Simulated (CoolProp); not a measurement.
Properties of nitrous oxide along the isobar 19600 kPa (Tc = 309.5 K, pc = 7245 kPa, ω = 0.161).

Computed with CoolProp (reference Helmholtz-energy equation of state, Lemmon 2006). It is a short technical equation, of lower accuracy than the large ones.

```json
[
 {"T (K)": "257.9", "phase": "liquid", "density (kg/m³)": "1044", "cp (kJ/(kg K))": "1.773", "cv (kJ/(kg K))": "0.9133", "expansivity (1/kK)": "3.110", "fugacity coefficient": "0.1240"},
 {"T (K)": "273.8", "phase": "liquid", "density (kg/m³)": "990.2", "cp (kJ/(kg K))": "1.830", "cv (kJ/(kg K))": "0.9091", "expansivity (1/kK)": "3.537", "fugacity coefficient": "0.1760"},
 {"T (K)": "289.8", "phase": "liquid", "density (kg/m³)": "931.6", "cp (kJ/(kg K))": "1.907", "cv (kJ/(kg K))": "0.9069", "expansivity (1/kK)": "4.125", "fugacity coefficient": "0.2369"},
 {"T (K)": "305.7", "phase": "liquid", "density (kg/m³)": "867.1", "cp (kJ/(kg K))": "2.014", "cv (kJ/(kg K))": "0.9068", "expansivity (1/kK)": "4.955", "fugacity coefficient": "0.3036"},
 {"T (K)": "321.7", "phase": "supercritical", "density (kg/m³)": "793.7", "cp (kJ/(kg K))": "2.161", "cv (kJ/(kg K))": "0.9094", "expansivity (1/kK)": "6.178", "fugacity coefficient": "0.3744"},
 {"T (K)": "337.7", "phase": "supercritical", "density (kg/m³)": "709.6", "cp (kJ/(kg K))": "2.344", "cv (kJ/(kg K))": "0.9148", "expansivity (1/kK)": "7.887", "fugacity coefficient": "0.4456"},
 {"T (K)": "353.6", "phase": "supercritical", "density (kg/m³)": "616.9", "cp (kJ/(kg K))": "2.481", "cv (kJ/(kg K))": "0.9203", "expansivity (1/kK)": "9.637", "fugacity coefficient": "0.5132"},
 {"T (K)": "369.6", "phase": "supercritical", "density (kg/m³)": "525.3", "cp (kJ/(kg K))": "2.427", "cv (kJ/(kg K))": "0.9190", "expansivity (1/kK)": "10.18", "fugacity coefficient": "0.5752"},
 {"T (K)": "385.5", "phase": "supercritical", "density (kg/m³)": "449.5", "cp (kJ/(kg K))": "2.202", "cv (kJ/(kg K))": "0.9105", "expansivity (1/kK)": "9.239", "fugacity coefficient": "0.6294"},
 {"T (K)": "401.5", "phase": "supercritical", "density (kg/m³)": "392.1", "cp (kJ/(kg K))": "1.960", "cv (kJ/(kg K))": "0.9017", "expansivity (1/kK)": "7.830", "fugacity coefficient": "0.6768"},
 {"T (K)": "417.4", "phase": "supercritical", "density (kg/m³)": "349.8", "cp (kJ/(kg K))": "1.772", "cv (kJ/(kg K))": "0.8963", "expansivity (1/kK)": "6.599", "fugacity coefficient": "0.7177"},
 {"T (K)": "433.4", "phase": "supercritical", "density (kg/m³)": "317.3", "cp (kJ/(kg K))": "1.637", "cv (kJ/(kg K))": "0.8942", "expansivity (1/kK)": "5.637", "fugacity coefficient": "0.7535"}
]
```

The peak of cp marks the crossing from liquid-like to gas-like fluid above the critical point.
